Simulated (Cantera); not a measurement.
## Premixed flame

A freely propagating, adiabatic, planar premixed flame of 6.43 % CH4, 0.424 % C2H6, 0.341 % C3H8, 19.5 % O2, 73.3 % N2, equivalence ratio 0.82, unburnt at 400 K and 750 Torr; mixture-averaged transport, grid criteria slope 0.08 and curve 0.16, no radiation.

Cantera simulation using GRI-Mech 3.0 (53 species, 325 reactions); the numbers are that mechanism's predictions, not measurements. Burning velocities carry a grid error of a few per cent, more on coarse grids.

| z (mm) | T (K) | u (m/s) | x CH4 | x C2H6 | x C3H8 | x C2H | x N2O | x C2H4 |
|---|---|---|---|---|---|---|---|---|
| -1.29 | 400 | 0.517 | 0.0642 | 0.00424 | 0.00341 | <1e-8 | <1e-8 | 4.03e-8 |
| -0.859 | 402 | 0.519 | 0.0641 | 0.00424 | 0.00340 | <1e-8 | <1e-8 | 7.68e-7 |
| -0.644 | 409 | 0.529 | 0.0637 | 0.00423 | 0.00340 | <1e-8 | <1e-8 | 6.08e-6 |
| -0.429 | 465 | 0.604 | 0.0609 | 0.00415 | 0.00336 | <1e-8 | <1e-8 | 7.62e-5 |
| -0.215 | 838 | 1.10 | 0.0441 | 0.00326 | 0.00246 | <1e-8 | 1.48e-8 | 0.000839 |
| -0.107 | 1232 | 1.64 | 0.0253 | 0.00170 | 0.000858 | <1e-8 | 4.04e-8 | 0.00137 |
| 0 | 1605 | 2.14 | 0.00627 | 0.000124 | 2.14e-5 | 7.60e-8 | 8.88e-8 | 0.000491 |
| 0.107 | 1758 | 2.34 | 0.000429 | 3.35e-7 | <1e-8 | 3.39e-8 | 1.53e-7 | 1.61e-5 |
| 0.215 | 1812 | 2.40 | 1.46e-5 | <1e-8 | <1e-8 | <1e-8 | 1.95e-7 | 1.67e-7 |
| 0.429 | 1879 | 2.48 | 3.67e-8 | <1e-8 | <1e-8 | <1e-8 | 2.22e-7 | <1e-8 |
| 0.859 | 1957 | 2.57 | <1e-8 | <1e-8 | <1e-8 | <1e-8 | 2.48e-7 | <1e-8 |
| 1.72 | 2026 | 2.65 | <1e-8 | <1e-8 | <1e-8 | <1e-8 | 2.86e-7 | <1e-8 |
| 3.43 | 2075 | 2.71 | <1e-8 | <1e-8 | <1e-8 | <1e-8 | 2.98e-7 | <1e-8 |
x: mole fraction of selected species; z is measured from the peak of heat release.

```
Item                         Result
------------------------  ---------
laminar burning velocity  51.6 cm/s
thermal thickness          0.429 mm
peak x(C2H)                 9.97e-8
peak x(C2H4)                0.00137
grid points                     143
```
